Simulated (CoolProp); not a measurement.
Aqueous methanol as a coolant, at 13 °C, 1 atm.

The numbers come from the Melinder's fits for secondary coolants in CoolProp.

```
mass %  freezing point (°C)  viscosity (mPa s)  conductivity (W/(m K))  density (kg/m³)  Prandtl number
------  -------------------  -----------------  ----------------------  ---------------  --------------
5.1                    -3.1                ___                   0.556            990.5            10.7
8.9                    -5.7               1.56                   0.535            984.6            12.3
12.7                   -8.7               1.72                   0.514              ___            14.0
16.5                  -11.9               1.87                   0.494            973.9            15.7
20.3                  -15.4                ___                   0.474            968.7            17.3
24.1                    ___               2.12                   0.455            963.4            18.8
27.9                  -23.3               2.21                   0.437            957.9            20.1
31.8                  -27.8               2.27                   0.418            952.0            21.3
35.6                  -32.7               2.29                     ___              ___            22.1
39.4                  -37.8               2.29                   0.385            939.6            22.6
43.2                  -43.4               2.27                   0.369            933.0            22.8
```

Question: What belongs in the gaps?

Answer: 
- 5.1, viscosity (mPa s): 1.40
- 12.7, density (kg/m³): 979.2
- 20.3, viscosity (mPa s): 2.01
- 24.1, freezing point (°C): -19.2
- 35.6, conductivity (W/(m K)): 0.401
- 35.6, density (kg/m³): 946.0
